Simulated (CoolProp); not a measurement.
Vapour-liquid equilibrium of cyclohexane (1) + o-xylene (2) at 412 kPa; x and y are mole fractions of (1).

Model: multi-fluid Helmholtz-energy mixture model, Zhou 2014 and Zhou 2012; pair parameters Bell 2016, in CoolProp.

```tsv
x	bubble temperature (°C)	y at the bubble point	dew temperature at overall composition x (°C)	liquid density (mol/L)
0.05	198.8	0.168	204.3	6.727
0.15	185.5	0.415	199.7	6.892
0.25	174.9	0.578	194.7	7.034
0.35	166.5	0.688	189.3	7.158
0.45	159.7	0.767	183.4	7.270
0.55	154.1	0.826	176.9	7.375
0.65	149.3	0.873	169.6	7.476
0.75	145.0	0.913	161.2	7.577
0.85	141.2	0.949	151.7	7.680
0.95	137.6	0.983	141.1	7.789
```

No azeotrope shows between x = 0.05 and 0.95.

Pair parameters are fitted to limited data, so mixtures are less certain than the pure fluids.
